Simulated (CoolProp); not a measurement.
C3F8 (R218) at 425.81 K and 0.57 MPa is throttled through a valve to 0.0958 MPa with no heat exchange. Each further row changes one setting.

Computed with CoolProp (reference Helmholtz-energy equation of state, Lemmon 2006). It is a short technical equation, of lower accuracy than the large ones.

```csv
case,temperature change (K),final density (kg/m³)
as stated,-2.1,5.14
outlet pressure 0.0287 MPa,-2.4,1.54
outlet pressure 0.125 MPa,-2.0,6.72
```
